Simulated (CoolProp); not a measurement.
Properties of chloromethane (R40) along the isotherm 456.9 K (Tc = 418.6 K, pc = 69.29 bar, ω = 0.150).

Values from CoolProp's reference Helmholtz-energy equation of state, Thol 2014.

```csv
p (bar),phase,cp (kJ/(kg K)),speed of sound (m/s),expansivity (1/kK),fugacity coefficient
0.329,gas,1.037,298.9,2.198,0.9987
0.496,gas,1.038,298.7,2.203,0.9980
0.748,gas,1.039,298.5,2.211,0.9970
1.13,gas,1.041,298.2,2.222,0.9955
1.7,gas,1.044,297.8,2.239,0.9933
2.57,gas,1.048,297.1,2.266,0.9898
3.87,gas,___,296.1,2.306,0.9847
5.84,gas,___,294.5,2.369,0.9770
8.82,gas,1.080,292.1,2.469,0.9654
13.3,gas,1.105,___,2.631,0.9480
20.1,gas,1.148,282.9,___,0.9220
30.3,gas,1.224,___,3.409,0.8836
45.7,gas,1.379,260.7,4.457,0.8270
68.9,gas,1.802,239.3,7.395,0.7444
104,supercritical,3.790,224.9,20.24,0.6241
```

Q: Complete the blanks.

A: 
- 3.87, cp (kJ/(kg K)): 1.054
- 5.84, cp (kJ/(kg K)): 1.064
- 13.3, speed of sound (m/s): 288.5
- 20.1, expansivity (1/kK): 2.908
- 30.3, speed of sound (m/s): 274.3
